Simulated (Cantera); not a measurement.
Cantera run, input and output.

```python
import numpy as np
import cantera as ct

gas = ct.Solution("h2o2.yaml")
gas.TPX = 500, 440000, {'H2': 1, 'O2': 0.455, 'N2': 1.71}
inlet = ct.Reservoir(gas, clone=True)
gas.equilibrate("HP")  # start burning
reactor = ct.IdealGasConstPressureReactor(gas, energy="on", clone=False)
exhaust = ct.Reservoir(gas, clone=True)
tau = [0.073, 0.029, 0.012, 0.0047, 0.0019, 0.00076, 0.0003, 0.00012, 4.9e-05, 2e-05][0]
for a, b in ((inlet, reactor), (reactor, exhaust)):
    ct.MassFlowController(a, b, mdot=lambda t: reactor.mass / tau)
net = ct.ReactorNet([reactor])
show = ['H2', 'O2', 'HO2', 'O', 'H2O2', 'OH']

rows = []
print(f"{'tau/s':>10s}{'T/K':>9s}" + "".join(f"{s:>11s}" for s in show))
for tau in [0.073, 0.029, 0.012, 0.0047, 0.0019, 0.00076, 0.0003, 0.00012, 4.9e-05, 2e-05]:
    net.initial_time = 0.0
    net.advance(30 * tau)
    before = gas.X
    net.advance(40 * tau)
    drift = np.max(np.abs(gas.X - before) / (gas.X + 1e-9))
    rows.append([gas.T, *gas[show].X, drift])
    print(f"{tau:10.3e}{gas.T:9.1f}" + "".join(f"{x:11.3e}" for x in gas[show].X))
```

Output:

```
     tau/s      T/K         H2         O2        HO2          O       H2O2         OH
 7.300e-02   2554.7  3.694e-02  1.107e-03  8.498e-07  3.050e-04  1.811e-07  5.789e-03
 2.900e-02   2553.1  3.705e-02  1.151e-03  8.872e-07  3.149e-04  1.861e-07  5.874e-03
 1.200e-02   2549.7  3.728e-02  1.250e-03  9.733e-07  3.375e-04  1.974e-07  6.061e-03
 4.700e-03   2541.4  3.786e-02  1.491e-03  1.191e-06  3.941e-04  2.239e-07  6.498e-03
 1.900e-03   2524.8  3.899e-02  1.980e-03  1.670e-06  5.162e-04  2.751e-07  7.322e-03
 7.600e-04   2494.1  4.106e-02  2.908e-03  2.693e-06  7.710e-04  3.630e-07  8.696e-03
 3.000e-04   2442.3  4.437e-02  4.492e-03  4.749e-06  1.270e-03  4.939e-07  1.063e-02
 1.200e-04   2364.6  4.891e-02  6.866e-03  8.542e-06  2.147e-03  6.682e-07  1.283e-02
 4.900e-05   2258.0  5.431e-02  1.009e-02  1.515e-05  3.510e-03  9.095e-07  1.474e-02
 2.000e-05   2119.1  6.033e-02  1.437e-02  2.660e-05  5.371e-03  1.319e-06  1.566e-02
```

Computed with Cantera and the H2/O2 subset of GRI-Mech 3.0, which has no nitrogen chemistry. The hydrogen kinetics of GRI-Mech 3.0 are dated; newer H2 mechanisms differ, most at raised pressure.
